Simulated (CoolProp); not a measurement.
R143a along the isobar 22 MPa: density (kg/m³) from the reference equation and from simpler models built on Tc = 345.9 K, pc = 3.762 MPa, ω = 0.261; each cubic takes its own stable root.

Values from CoolProp's reference Helmholtz-energy equation of state, Lemmon and Jacobsen 2000.

```csv
T (K),phase,reference
189.4,liquid,1296
214.9,liquid,1240
240.3,liquid,1183
265.8,liquid,1125
291.2,liquid,1066
316.7,liquid,1004
342.1,liquid,938.8
367.6,supercritical,870.7
393,supercritical,800.5
418.5,supercritical,729.5
444,supercritical,661.1
```

Question: How far does each simpler model (van der Waals, Redlich-Kwong) lie from the reference over these 11 states: mean and median of the absolute difference, and the worst?

Answer: 
- van der Waals: mean 33.6 %, median 35.5 %, worst -42.1 % at 189.4 K and 22 MPa
- Redlich-Kwong: mean 13.6 %, median 14.5 %, worst -16.7 % at 189.4 K and 22 MPa
